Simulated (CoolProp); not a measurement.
Sulfur hexafluoride along the isobar 5.56 MPa: Z from the reference equation and from simpler models built on Tc = 318.7 K, pc = 3.755 MPa, ω = 0.210; each cubic takes its own stable root.

Computed with CoolProp (reference Helmholtz-energy equation of state, Guder 2009).

| T (K) | phase | reference |
|---|---|---|
| 285.8 | liquid | 0.2229 |
| 308.2 | liquid | 0.2347 |
| 330.6 | supercritical | 0.2909 |
| 352.9 | supercritical | 0.5383 |
| 375.3 | supercritical | 0.6777 |
| 397.6 | supercritical | 0.7585 |
| 420 | supercritical | 0.8140 |
| 442.4 | supercritical | 0.8546 |
| 464.7 | supercritical | 0.8856 |
| 487.1 | supercritical | 0.9100 |
| 509.4 | supercritical | 0.9294 |
| 531.8 | supercritical | 0.9453 |
| 554.1 | supercritical | 0.9582 |
| 576.5 | supercritical | 0.9690 |

Q: How far does each simpler model (van der Waals, Peng-Robinson) lie from the reference over these 14 states: mean and median of the absolute difference, and the worst?

A: 
- van der Waals: mean 14.2 %, median 7.4 %, worst +47.2 % at 285.8 K and 5.56 MPa
- Peng-Robinson: mean 2.2 %, median 1.8 %, worst +7.4 % at 330.6 K and 5.56 MPa
